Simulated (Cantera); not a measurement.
## Ignition delay

Mixture: CH4 : O2 : N2 : CO2 = 1 : 3.08 : 11.6 : 0.038 (molar parts), equivalence ratio 0.65, at 750 Torr, adiabatic and at constant volume. Ignition delay is the time to a rise of 400 K.

Computed with Cantera and GRI-Mech 3.0 (53 species, 325 reactions).

```
T0 (K)  delay (ms)
------  ----------
1050           368
1150          74.2
1250          17.6
1350          4.88
1450          1.59
1550         0.615
1650         0.277
1750         0.141
1850        0.0779
1950        0.0463
```

```json
{
 "apparent activation energy between 1750 and 1950 K": "160 kJ/mol"
}
```
